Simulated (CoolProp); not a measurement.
Computed with CoolProp (reference Helmholtz-energy equation of state, Gedanitz 2015).

Problem. Give the vapour pressure (MPa), liquid density (kg/m³), vapour Z of saturated cyclopentane at 23.75, 27.05, 53.15 °C.

Solution. 
| T (°C) | p (MPa) | liquid density (kg/m³) | vapour Z |
|---|---|---|---|
| 23.75 | 0.0403 | 742 | 0.982 |
| 27.05 | 0.0459 | 738 | 0.980 |
| 53.15 | 0.115 | 712 | 0.962 |
